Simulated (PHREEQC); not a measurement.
A made-up water analysis in mmol/kgw, 5 °C, pH 7.57, pe 10.3: Na 152; K 0.042; Ca 2.67; Mg 42; Cl 243; S(6) 2.67; Alkalinity (meq/kgw) 0.664; Si 0.145; Ni 1.89; B 0.207.

Valence states are taken as typed.

Computed with PHREEQC (ion-association model, wateq4f.dat).

```json
[
 {"quantity": "SO4-2 (mol/kgw)", "before": "0.00160", "after": "0.00160"},
 {"quantity": "MgSO4 (mol/kgw)", "before": "0.000717", "after": "0.000717"},
 {"quantity": "NaSO4- (mol/kgw)", "before": "0.000280", "after": "0.000280"},
 {"quantity": "NiCO3 (mol/kgw)", "before": "0.000250", "after": "0.000206"},
 {"quantity": "NiCl+ (mol/kgw)", "before": "0.000221", "after": "0.000227"},
 {"quantity": "HCO3- (mol/kgw)", "before": "0.000122", "after": "0.000196"},
 {"quantity": "SI of Chalcedony (SiO2)", "before": "-0.00", "after": "-0.00"}
]
```

Problem. Name the change that produced these shifts.
(A) pH from 7.57 to 7.27 at the same alkalinity
(B) temperature from 5 to 80 °C at the same typed pH
(C) Si from 0.145 to 0.435 mmol/kgw

Solution. A, pH from 7.57 to 7.27 at the same alkalinity

This is a speciation only: nothing precipitates in the calculation. Some of these states are supersaturated (in Quartz (slow to form), for instance). In wateq4f.dat the enthalpy of Ni(OH)2 has the wrong sign, so its saturation index can't be trusted away from 25 °C. Away from 25 °C the constants follow the database's enthalpies or fits; those with neither stay at their 25 °C values. The database's nickel carbonate constants are estimates that later reviews lower a good deal.
